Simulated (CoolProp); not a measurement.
c-C4F8 (RC318) along the isobar 14.7 MPa: fugacity coefficient from the reference equation and from simpler models built on Tc = 388.4 K, pc = 2.778 MPa, ω = 0.355; each cubic takes its own stable root.

Computed with CoolProp (reference Helmholtz-energy equation of state, Platzer 1990). This equation is an older, rougher fit; its heat capacities, sound speeds and derivatives of the liquid may be far off and weren't checked against measurements.

| T (K) | phase | reference |
|---|---|---|
| 318 | liquid | 0.06890 |
| 329.7 | liquid | 0.08968 |
| 341.3 | liquid | 0.1135 |
| 353 | liquid | 0.1406 |
| 364.7 | liquid | 0.1706 |
| 376.4 | liquid | 0.2031 |
| 388.1 | liquid | 0.2379 |
| 399.8 | supercritical | 0.2744 |
| 411.5 | supercritical | 0.3122 |
| 423.1 | supercritical | 0.3506 |
| 434.8 | supercritical | 0.3898 |
| 446.5 | supercritical | 0.4289 |
| 458.2 | supercritical | 0.4676 |
| 469.9 | supercritical | 0.5056 |
| 481.6 | supercritical | 0.5426 |
| 493.3 | supercritical | 0.5783 |

Question: How far does each simpler model (Redlich-Kwong, Soave-Redlich-Kwong) lie from the reference over these 16 states: mean and median of the absolute difference, and the worst?

Answer: 
- Redlich-Kwong: mean 13.2 %, median 9.4 %, worst +44.2 % at 318 K and 14.7 MPa
- Soave-Redlich-Kwong: mean 6.3 %, median 6.7 %, worst +7.3 % at 481.6 K and 14.7 MPa
